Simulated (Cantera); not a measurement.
A closed system holds: 1 mol Al, a varied amount of H2O, 15 mol H2, held at 1702 °C and 600 Pa.

Cantera equilibrium calculation (NASA polynomials, part measured and part estimated; ideal gas, pure solids and liquids). Candidate condensed phases: Al, Al2O3, H2O; 19 gas species. The tables' values for AlOH are old estimates; treat these amounts as uncertain. The numbers say what is thermodynamically allowed, not how fast it happens.

Problem. At 0.82 mol H2O, list the 5 most abundant gas species with their mole fractions, and the condensed phases.

Solution. H2 0.958, H 0.0173, Al 0.0148, Al2O 0.00944, AlH 0.000331. Condensed: Al2O3(s).
